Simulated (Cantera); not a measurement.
An adiabatic, constant-pressure homogeneous reactor starts with H2 : O2 : N2 = 1 : 1.52 : 5.7 (molar parts), equivalence ratio 0.33, at 1073 K and 1000000 Pa. Integrator tolerance rtol = 1e-08.

Detailed kinetics in Cantera: the H2/O2 subset of GRI-Mech 3.0, which has no nitrogen chemistry. The hydrogen kinetics of GRI-Mech 3.0 are dated; newer H2 mechanisms differ, most at raised pressure.

Question: What does this change do: O2 1.52 to 0.94 parts?

Answer: 
```csv
quantity,before,after
time of steepest temperature rise,2.71 ms,2.74 ms
temperature at 0.700 s,1948 K,2015 K
equilibrium temperature,1948 K,2015 K
x(H2) at 0.700 s,2.17e-5 (gas-phase equilibrium 2.17e-5),5.78e-5 (gas-phase equilibrium 5.78e-5)
x(O2) at 0.700 s,0.132 (gas-phase equilibrium 0.132),0.0613 (gas-phase equilibrium 0.0613)
x(H2O) at 0.700 s,0.129 (gas-phase equilibrium 0.129),0.139 (gas-phase equilibrium 0.139)
x(O) at 0.700 s,5.11e-5 (gas-phase equilibrium 5.11e-5),5.90e-5 (gas-phase equilibrium 5.90e-5)
x(H2O2) at 0.700 s,2.30e-7 (gas-phase equilibrium 2.30e-7),2.13e-7 (gas-phase equilibrium 2.13e-7)
x(HO2) at 0.700 s,3.25e-6 (gas-phase equilibrium 3.25e-6),2.51e-6 (gas-phase equilibrium 2.51e-6)
x(OH) at 0.700 s,0.000897 (gas-phase equilibrium 0.000897),0.00108 (gas-phase equilibrium 0.00108)
```

Question: What does this change do: H2 1 to 1.7 parts?

Answer: 
```csv
quantity,before,after
time of steepest temperature rise,2.71 ms,2.10 ms
temperature at 0.700 s,1948 K,2398 K
equilibrium temperature,1948 K,2398 K
x(H2) at 0.700 s,2.17e-5 (gas-phase equilibrium 2.17e-5),0.000816 (gas-phase equilibrium 0.000816)
x(O2) at 0.700 s,0.132 (gas-phase equilibrium 0.132),0.0812 (gas-phase equilibrium 0.0812)
x(H2O) at 0.700 s,0.129 (gas-phase equilibrium 0.129),0.206 (gas-phase equilibrium 0.206)
x(O) at 0.700 s,5.11e-5 (gas-phase equilibrium 5.11e-5),0.000777 (gas-phase equilibrium 0.000777)
x(H2O2) at 0.700 s,2.30e-7 (gas-phase equilibrium 2.30e-7),1.04e-6 (gas-phase equilibrium 1.04e-6)
x(HO2) at 0.700 s,3.25e-6 (gas-phase equilibrium 3.25e-6),1.36e-5 (gas-phase equilibrium 1.36e-5)
x(OH) at 0.700 s,0.000897 (gas-phase equilibrium 0.000897),0.00661 (gas-phase equilibrium 0.00661)
```
